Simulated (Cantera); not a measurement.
A closed system holds: 1 mol BF₃, 5.3 mol N₂, 0.21 mol H₂.

Equilibrium computed with Cantera from the NASA thermochemical tables; the gas is ideal and each condensed phase is pure. Candidate condensed phases: B, BN; 31 gas species. N₂ is the only nitrogen source here; it is nearly inert below about 1500 K, so the nitride shown seldom forms there in practice. The tables' values for BF₂ are old estimates. Rates play no part.

### Question
What condenses at these points (T in K, P in Pa): (848, 3200); (848, 100000); (1748, 100000); (1948, 320); (1748, 10000)?

### Answer
```json
[
 {"T (K)": "848", "P in Pa": "3200", "condensed phases": "BN", "B condensed (%)": "0.5"},
 {"T (K)": "848", "P in Pa": "100000", "condensed phases": "BN", "B condensed (%)": "0.5"},
 {"T (K)": "1748", "P in Pa": "100000", "condensed phases": "BN", "B condensed (%)": "1.6"},
 {"T (K)": "1948", "P in Pa": "320", "condensed phases": "gas only", "B condensed (%)": "0.0"},
 {"T (K)": "1748", "P in Pa": "10000", "condensed phases": "BN", "B condensed (%)": "0.2"}
]
```
